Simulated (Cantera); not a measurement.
Charge: 1 mol SiC, 0.041 mol C, 9.3 mol H₂, equilibrated at 2725 °C and 100000 Pa.

Cantera equilibrium calculation (NASA polynomials, part measured and part estimated; ideal gas, pure solids and liquids). Candidate condensed phases: C, C₆H₆, C₇H₈, C₈H₁₈, Si, SiC; 87 gas species. Gases not in the tables: Si₂H₆ and higher silanes. Rates play no part.

Base state: H₂ 0.757, H 0.137, Si 0.0458, C₂H₂ (acetylene) 0.0228, SiC₂ 0.0188, Si₂C 0.00895, SiH 0.00558, SiH₂ 0.00149 (mole fractions); condensed: gas only.

Question: What changes in the equilibrium state with this change: temperature from 2725 °C to 1225 °C?

Answer: 
```json
[
 {"species": "H₂", "before": "0.757", "after": "0.997"},
 {"species": "CH₄", "before": "3.13e-5", "after": "0.00258"},
 {"species": "H", "before": "0.137", "after": "1.72e-5"},
 {"species": "Si", "before": "0.0458", "after": "<1e-9"},
 {"species": "SiC₂", "before": "0.0188", "after": "<1e-9"},
 {"species": "C₂H₂ (acetylene)", "before": "0.0228", "after": "8.80e-6"},
 {"species": "SiH₂", "before": "0.00149", "after": "1.06e-8"},
 {"species": "Si₂C", "before": "0.00895", "after": "<1e-9"},
 {"species": "SiH", "before": "0.00558", "after": "<1e-9"},
 {"species": "C(graphite), mol", "before": "0", "after": "0.0169"},
 {"species": "SiC(s), mol", "before": "0", "after": "1.00"}
]
```
